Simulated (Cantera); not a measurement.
An adiabatic, constant-volume homogeneous reactor starts with H₂ : O₂ : N₂ = 1 : 1.04 : 10 (molar parts), equivalence ratio 0.48, at 1225 K and 0.320 bar. Integrator tolerance rtol = 1e-08.

Computed with Cantera and the H2/O2 subset of GRI-Mech 3.0, which has no nitrogen chemistry.

### Question
What does this change do: pressure from 0.320 bar to 2.20 bar?

### Answer
```tsv
quantity	before	after
time of steepest temperature rise	0.264 ms	43.3 µs
temperature at 1.00 s	1972 K	1976 K
equilibrium temperature	1972 K	1976 K
x(H₂) at 1.00 s	0.000132 (gas-phase equilibrium 0.000132)	5.23e-5 (gas-phase equilibrium 5.23e-5)
x(O₂) at 1.00 s	0.0464 (gas-phase equilibrium 0.0464)	0.0466 (gas-phase equilibrium 0.0466)
x(H) at 1.00 s	2.20e-5 (gas-phase equilibrium 2.20e-5)	5.44e-6 (gas-phase equilibrium 5.44e-6)
x(HO₂) at 1.00 s	6.32e-7 (gas-phase equilibrium 6.32e-7)	1.05e-6 (gas-phase equilibrium 1.05e-6)
x(H₂O) at 1.00 s	0.0858 (gas-phase equilibrium 0.0858)	0.0861 (gas-phase equilibrium 0.0861)
```
The hydrogen kinetics of GRI-Mech 3.0 are dated; newer H2 mechanisms differ, most at raised pressure.
